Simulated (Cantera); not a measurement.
A perfectly stirred reactor is fed with CH4 : O2 : N2 = 1 : 2.78 : 11.4 (molar parts), at 1.00 bar; it is adiabatic with a 523 K inlet, and is followed from long to short residence time, starting on the burning branch (τ in s: 0.13, 0.044, 0.015, 0.0052, 0.0018, 0.00061, 0.00021, 7.1e-05, 2.4e-05, 8.3e-06).

Model: GRI-Mech 3.0 (53 species, 325 reactions), integrated in Cantera.

### Question
What does this change do: 1.2 parts CO2 added?

### Answer
| quantity | before | after |
|---|---|---|
| blow-out, bracketed by the residence times tried | burning at 0.210 ms, out at 71.0 µs | burning at 0.210 ms, out at 71.0 µs |
| x(CH4) at τ = 0.130 s | 5.22e-6 | 8.28e-6 |
| x(O2) at τ = 0.130 s | 0.0512 | 0.0477 |
| x(CH2O) at τ = 0.130 s | 6.67e-7 | 1.00e-6 |
| x(CH3) at τ = 0.130 s | 1.62e-6 | 2.08e-6 |
| x(C2H6) at τ = 0.130 s | 1.97e-11 | 1.13e-10 |
| x(CH4) at τ = 0.610 ms | 0.000221 | 0.000381 |
| x(O2) at τ = 0.610 ms | 0.0561 | 0.0553 |
| x(CH2O) at τ = 0.610 ms | 2.79e-5 | 4.16e-5 |
| x(CH3) at τ = 0.610 ms | 4.18e-5 | 5.32e-5 |
| x(C2H6) at τ = 0.610 ms | 6.48e-9 | 3.30e-8 |

### Question
What does this change do: pressure from 1.00 bar to 5.00 bar?

### Answer
| quantity | before | after |
|---|---|---|
| blow-out, bracketed by the residence times tried | burning at 0.210 ms, out at 71.0 µs | burning at 71.0 µs, out at 24.0 µs |
| x(CH4) at τ = 0.130 s | 5.22e-6 | 2.28e-6 |
| x(O2) at τ = 0.130 s | 0.0512 | 0.0511 |
| x(CH2O) at τ = 0.130 s | 6.67e-7 | 2.67e-7 |
| x(CH3) at τ = 0.130 s | 1.62e-6 | 6.79e-7 |
| x(C2H6) at τ = 0.130 s | 1.97e-11 | 1.60e-11 |
| x(CH4) at τ = 0.610 ms | 0.000221 | 0.000131 |
| x(O2) at τ = 0.610 ms | 0.0561 | 0.0530 |
| x(CH2O) at τ = 0.610 ms | 2.79e-5 | 1.83e-5 |
| x(CH3) at τ = 0.610 ms | 4.18e-5 | 3.40e-5 |
| x(C2H6) at τ = 0.610 ms | 6.48e-9 | 1.86e-8 |
